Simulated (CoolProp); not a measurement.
Vapour-liquid equilibrium of R22 (1) + c-C4F8 (RC318) (2) at 0.148 MPa; x and y are mole fractions of (1).

Model: multi-fluid Helmholtz-energy mixture model, Kamei 1995 and Platzer 1990; pair parameters Bell 2016, in CoolProp. This equation is an older, rougher fit; its heat capacities, sound speeds and derivatives of the liquid may be far off and weren't checked against measurements.

| x | bubble temperature, mixture model (K) | bubble temperature, Raoult's law (K) | y, mixture model | y, Raoult's law |
|---|---|---|---|---|
| 0.05 | 274.4 | 273.3 | 0.131 | 0.169 |
| 0.125 | 269.1 | 268.7 | 0.358 | 0.363 |
| 0.2 | 262.7 | 264.7 | 0.560 | 0.506 |
| 0.275 | 256.6 | 261.2 | 0.703 | 0.615 |
| 0.35 | 251.6 | 258.1 | 0.792 | 0.699 |
| 0.425 | 248.0 | 255.3 | 0.844 | 0.765 |
| 0.5 | 245.6 | 252.8 | 0.875 | 0.819 |
| 0.575 | 244.1 | 250.6 | 0.894 | 0.862 |
| 0.65 | 243.2 | 248.5 | 0.906 | 0.897 |
| 0.725 | 242.6 | 246.6 | 0.915 | 0.926 |
| 0.8 | 242.1 | 244.8 | 0.925 | 0.951 |
| 0.875 | 241.6 | 243.2 | 0.940 | 0.972 |
| 0.95 | 241.0 | 241.7 | 0.967 | 0.990 |

The largest gap from Raoult's law is -7.3 K in bubble temperature, at x = 0.425. No azeotrope shows between x = 0.05 and 0.95.

Pair parameters are fitted to limited data, so mixtures are less certain than the pure fluids. The gap from Raoult's law changes sign with composition, which may be real or a fault of the pair parameters; it wasn't checked against measurements.
